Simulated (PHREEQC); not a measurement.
Solution (74 °C): 0.0087 mol NaHSO4, 0.089 mol Na2SO4 and 0.029 mol KCl per kg of water. Closed to the air; pH follows from the charge balance.

Computed with PHREEQC (ion-association model, phreeqc.dat).

Question: The ionic strength comes out as 0.262 mol/kgw. What activity coefficients do HSO4-, NaSO4-, SO4-2, K+, KSO4- get?

Answer: HSO4- 0.71, NaSO4- 0.71, SO4-2 0.23, K+ 0.67, KSO4- 0.71.

Precipitation was switched off in this run. Species that the database lacks are ignored. Away from 25 °C the constants follow the database's enthalpies or fits; those with neither stay at their 25 °C values.
